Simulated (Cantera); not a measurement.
Mixture: 2.49 % C3H8, 10.9 % O2, 75.4 % N2, 11.2 % H2O, at 101000 Pa, adiabatic and at constant volume. Ignition delay is the time to a rise of 400 K.

Detailed kinetics in Cantera: GRI-Mech 3.0 (53 species, 325 reactions). GRI-Mech 3.0 was tuned for natural gas; its chemistry of propane as a main component is partial and can be far from experiment.

Q: Predict: delay at 1000 K; delay at 1100 K; delay at 1200 K; delay at 1300 K; delay at 1400 K; apparent activation energy between 1350 and 1450 K.

A: 
```json
{
  "delay at 1000 K": "0.949 s",
  "delay at 1100 K": "86.6 ms",
  "delay at 1200 K": "9.74 ms",
  "delay at 1300 K": "1.56 ms",
  "delay at 1400 K": "0.357 ms",
  "apparent activation energy between 1350 and 1450 K": "210 kJ/mol"
}
```
